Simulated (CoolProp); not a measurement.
Properties of carbon dioxide along the isotherm 333.4 K (Tc = 304.1 K, pc = 7.377 MPa, ω = 0.224).

Values from CoolProp's reference Helmholtz-energy equation of state, Span 1996.

| p (MPa) | phase | speed of sound (m/s) | isothermal compressibility (1/MPa) |
|---|---|---|---|
| 0.0117 | gas | 283.2 | 85.50 |
| 0.0182 | gas | 283.1 | 54.98 |
| 0.0283 | gas | 283.1 | 35.37 |
| 0.044 | gas | 283.0 | 22.76 |
| 0.0686 | gas | 282.9 | 14.61 |
| 0.107 | gas | (withheld) | 9.380 |
| 0.166 | gas | 282.3 | 6.059 |
| 0.259 | gas | (withheld) | 3.896 |
| 0.403 | gas | 281.0 | 2.517 |
| 0.628 | gas | 279.8 | 1.628 |
| 0.977 | gas | 277.9 | (withheld) |
| 1.52 | gas | 274.9 | 0.6963 |
| 2.37 | gas | 270.1 | (withheld) |
| 3.69 | gas | 262.5 | 0.3177 |

**Question.** Complete the blanks.

**Answer.** 
- 0.107, speed of sound (m/s): 282.7
- 0.259, speed of sound (m/s): 281.8
- 0.977, isothermal compressibility (1/MPa): 1.060
- 2.37, isothermal compressibility (1/MPa): 0.4632
